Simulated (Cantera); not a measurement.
A Cantera script and what it prints.

```python
import numpy as np
import cantera as ct

gas_names = [...]  # 109 gases of nasa_gas.yaml made of C, Cl, H, Si
cond_names = """
    C(gr) C6H6(L) C7H8(L) C8H18(L),n-octa Si(cr) Si(L) SiC(b)
""".split()


# ... load() reads the species with a 1 bar reference pressure and builds the phases ...
atoms = {
    'SiHCl3': {'Si': 1, 'H': 1, 'CL': 3},
    'C2H2': {'C': 2, 'H': 2},
    'H2': {'H': 2},
}
top_T = {'C(gr)': 4500, 'SiC(b)': 3050}  # K; cautious upper limits of use, not melting points


# ... equilibrate(T, P, feed) seeds the gas with the atoms and calls Mixture.equilibrate('TP', solver="vcs", rtol=1e-11, max_steps=5000) ...
results = []
feed = {'SiHCl3': 1, 'C2H2': 0.39, 'H2': 4.1}  # mol
T = 2373.15  # K
P = 2800  # Pa
mix = equilibrate(T, P, feed)
results.append((T, P, feed, dict(zip(mix.species_names, mix.species_moles))))
print(gas.report(threshold=0.001))
for i in range(1, mix.n_phases):
    print(f"{mix.phase(i).name:16s} {mix.phase_moles(i):12.5e} mol")
```

It prints:

```
       temperature   2373.2 K
          pressure   2800 Pa
           density   0.0026946 kg/m^3
  mean mol. weight   18.989 kg/kmol
   phase of matter   gas

                          1 kg             1 kmol
                     ---------------   ---------------
          enthalpy         2.954e+06        5.6094e+07  J
   internal energy        1.9149e+06        3.6362e+07  J
           entropy             13808        2.6221e+05  J/K
    Gibbs function       -2.9815e+07       -5.6616e+08  J
 heat capacity c_p            1879.9             35697  J/K
 heat capacity c_v              1442             27383  J/K

                      mass frac. Y      mole frac. X     chem. pot. / RT
                     ---------------   ---------------   ---------------
    C2H2,acetylene         0.0045289         0.0033028           -30.524
                CL          0.046384          0.024846           -24.214
                 H         0.0032476          0.061179           -12.119
               HCL           0.58511           0.30475           -36.333
                H2          0.056959            0.5365           -24.237
                Si          0.016131          0.010907            -8.573
              SiC2         0.0052739         0.0019219           -14.859
              SiCL          0.016539          0.004943           -32.787
             SiCL2           0.25895          0.049677           -57.001
              Si2C         0.0039626         0.0011036           -20.289
     [  +99 minor]         0.0029168        0.00086521

C(gr)             1.85938e-01 mol
Si(L)             0.00000e+00 mol
SiC(b)            5.13445e-01 mol
```

These are equilibrium values from Cantera (NASA tables, ideal gas, pure condensed phases), not measurements of a reactor. The tables' values for SiCl, SiCl3 are old estimates; treat these amounts as uncertain. Gases not in the tables: Si2H6 and higher silanes.
